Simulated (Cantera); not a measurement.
Charge: 1 mol MgCO₃, 0.93 mol O₂, 0.85 mol CO₂, 0.14 mol SO₃, held at 0.133 bar.

Method: chemical equilibrium by Gibbs-energy minimisation in Cantera with the NASA 1993 tables (ideal gas, pure condensed phases). Candidate condensed phases: C, Mg, MgCO₃, MgO, MgS, MgSO₄, S; 26 gas species. Equilibrium is a limit: real reactors are often held back by kinetics, nucleation or transport. All values below are at 1473 K.

Base state: CO₂ 0.619, O₂ 0.334, SO₂ 0.0464, SO₃ 0.000421 (mole fractions); condensed: MgO(s).

**Question.** What changes in the equilibrium state with this change: 0.02 mol H₂S added?

**Answer.** 
```csv
species,before,after
CO₂,0.619,0.617
O₂,0.334,0.323
SO₂,0.0464,0.0529
H₂O,0,0.00665
OH,0,2.93e-5
SO₃,0.000421,0.000472
"MgO(s), mol",1.00,1.00
```
Further candidate phases: C₆H₆, C₇H₈, C₈H₁₈, H₂O, H₂SO₄, Mg(OH)₂.
